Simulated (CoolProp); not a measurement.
Vapour-liquid equilibrium of R134a (1) + isobutane (2) at 0.536 MPa; x and y are mole fractions of (1).

Computed with CoolProp (multi-fluid Helmholtz-energy mixture model, Tillner-Roth 1994 and Bücker 2006; pair parameters Bell 2016).

Q: Give the bubble temperature and the first vapour's composition at x = 0.35, 0.45, 0.55. Is there an azeotrope?

A: x = 0.35: 288.5 K, y = 0.593; x = 0.45: 287.3 K, y = 0.627; x = 0.55: 286.7 K, y = 0.655. y crosses x between x = 0.65 and 0.75: the model has an azeotrope there.

Pair parameters are fitted to limited data, so mixtures are less certain than the pure fluids. With so large a gap from Raoult's law the liquid may split in two, which this calculation doesn't test in full.
